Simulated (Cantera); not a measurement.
A closed system holds: 1 mol CuO, 12 mol CO, 5.4 mol H₂, at 552 °C and 7.50 Torr.

Method: chemical equilibrium by Gibbs-energy minimisation in Cantera with the NASA 1993 tables (ideal gas, pure condensed phases). Candidate condensed phases: C, C₆H₆, C₇H₈, C₈H₁₈, Cu, CuO, Cu(OH)₂, Cu₂O, H₂O; 113 gas species. The numbers say what is thermodynamically allowed, not how fast it happens.

Base state: CO 0.534, H₂ 0.315, CO₂ 0.129, H₂O 0.0212, CH₄ 0.000896 (mole fractions); condensed: C(graphite) + Cu(s).

Question: What changes in the equilibrium state with this change: temperature from 552 °C to 1302 °C?

Answer: 
```tsv
species	before	after
CO	0.534	0.662
H₂	0.315	0.278
H₂O	0.0212	0.0315
CO₂	0.129	0.0258
Cu	<1e-9	0.00273
CH₄	0.000896	<1e-9
H	<1e-9	0.000219
C(graphite), mol	1.38	0
Cu(s), mol	1.00	0
Cu(l), mol	0	0.952
```

Question: What changes in the equilibrium state with this change: temperature from 552 °C to 2150 °C?

Answer: 
```
species             before     after
----------------  --------  --------
CO                   0.534     0.609
H₂                   0.315     0.207
H                    <1e-9    0.0806
CO₂                  0.129    0.0161
Cu                   <1e-9    0.0520
H₂O                 0.0212    0.0328
OH                   <1e-9   0.00242
CH₄               0.000896     <1e-9
O                    <1e-9  0.000629
O₂                   <1e-9   4.12e-5
C(graphite), mol      1.38         0
Cu(s), mol            1.00         0
```

Question: What changes in the equilibrium state with this change: CO from 12 to 4.9 mol?

Answer: 
```json
[
 {"species": "H₂", "before": "0.315", "after": "0.497"},
 {"species": "CO", "before": "0.534", "after": "0.402"},
 {"species": "CO₂", "before": "0.129", "after": "0.0741"},
 {"species": "H₂O", "before": "0.0212", "after": "0.0256"},
 {"species": "CH₄", "before": "0.000896", "after": "0.00219"},
 {"species": "C(graphite), mol", "before": "1.38", "after": "0"},
 {"species": "Cu(s), mol", "before": "1.00", "after": "1.00"}
]
```
